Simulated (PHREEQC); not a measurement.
Dissolve 0.007 mol BaCl2, 4.9e-05 mol NaHCO3 and 0.28 mol NaCl per kg of water at 20 °C. Closed to the air; pH follows from the charge balance.

The numbers come from PHREEQC with the ion-association model, phreeqc.dat.

Precipitation was switched off in this run.

Question: Order these C species by the share of C that they hold, largest first: NaHCO3, CO2, NaCO3-, HCO3-, BaHCO3+.

Answer: HCO3- (88 %), NaHCO3 (7.0 %), CO2 (2.5 %), BaHCO3+ (1.2 %), NaCO3- (0.63 %)

The pH is 7.77 and the ionic strength 0.301 mol/kgw. Species that the database lacks are ignored.
